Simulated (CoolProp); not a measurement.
Saturation properties of CH2F2 (R32) (Tc = 351.3 K, pc = 5.783 MPa, ω = 0.277).

Model: reference Helmholtz-energy equation of state, Tillner-Roth 1997, in CoolProp.

```tsv
T (K)	p (MPa)	liquid density (kg/m³)	liquid viscosity (µPa s)
269.1	0.7127	1069	160
272.2	(withheld)	1059	154
275.2	0.8678	1048	149
278.3	0.9559	1037	143
281.4	1.050	1026	138
284.5	1.152	1015	(withheld)
287.5	(withheld)	1003	128
290.6	1.373	991.4	123
293.7	1.497	979.2	118
296.8	1.629	(withheld)	(withheld)
299.8	1.766	954.1	109
302.9	(withheld)	940.7	105
306	2.074	926.9	101
309.1	2.243	912.6	97.1
```

Fill in the missing entries.


- 272.2, p (MPa): 0.7886
- 284.5, liquid viscosity (µPa s): 132
- 287.5, p (MPa): 1.257
- 296.8, liquid density (kg/m³): 966.6
- 296.8, liquid viscosity (µPa s): 114
- 302.9, p (MPa): 1.915

It boils at 221.5 K under 1 atm.

Viscosity comes from a separate model (Bell 2016), an estimate that may be off by 10 % or more.
